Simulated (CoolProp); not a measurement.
CH2F2 (R32) along the isotherm 435 K: fugacity coefficient from the reference equation and from simpler models built on Tc = 351.3 K, pc = 57.83 bar, ω = 0.277; each cubic takes its own stable root.

Model: reference Helmholtz-energy equation of state, Tillner-Roth 1997, in CoolProp.

```csv
p (bar),phase,reference,van der Waals,Redlich-Kwong,Peng-Robinson
1.83,gas,0.9944,0.9945,0.9943,0.9942
2.85,gas,0.9913,0.9914,0.9911,0.9909
4.43,gas,0.9865,0.9867,0.9862,0.9859
6.9,gas,0.9790,0.9793,0.9786,0.9782
10.7,gas,0.9675,0.9679,0.9670,0.9664
16.7,gas,0.9497,0.9501,0.9488,0.9480
26.1,gas,0.9223,0.9224,0.9208,0.9200
40.6,gas,___,0.8801,0.8788,0.8786
63.2,supercritical,0.8201,0.8151,0.8161,0.8185
98.4,supercritical,0.7329,___,___,0.7358
153,supercritical,___,___,0.6170,0.6371
239,supercritical,___,0.5139,___,0.5461
371,supercritical,___,0.4855,0.4701,0.4894
578,supercritical,0.4084,0.5337,0.4705,0.4798
```

Task: Some entries are withheld; supply them.

Result: 
- 40.6, reference: 0.8812
- 98.4, van der Waals: 0.7170
- 98.4, Redlich-Kwong: 0.7265
- 153, reference: 0.6212
- 153, van der Waals: 0.5985
- 239, reference: 0.5115
- 239, Redlich-Kwong: 0.5225
- 371, reference: 0.4378
